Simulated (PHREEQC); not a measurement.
Dissolve 0.007 mol/kgw HCl, 0.0022 mol/kgw CuSO4 and 0.0034 mol/kgw NiSO4 at 25 °C. Closed to the air; pH follows from the charge balance.

Model: ion-association model, wateq4f.dat, run in PHREEQC.

```csv
quantity,before,after
pH,2.29,2.45
ionic strength (mol/kgw),0.0231,0.0240
SO4-2 (mol/kgw),0.00347,0.00359
Ni+2 (mol/kgw),0.00279,0.00278
Cu+2 (mol/kgw),0.00177,0.00177
SI of Chalcanthite (CuSO4:5H2O),-3.06,-3.05
SI of Morenosite (NiSO4:7H2O),-3.16,-3.15
```

Problem. Which change was made?
A) 0.0011 mol/kgw Ca(HCO3)2 added
B) diluted 10-fold with water
C) CuSO4 from 0.0022 to 0.0044 mol/kgw
D) NiSO4 from 0.0034 to 0.00306 mol/kgw

Solution. A, 0.0011 mol/kgw Ca(HCO3)2 added

No solid was allowed to form.
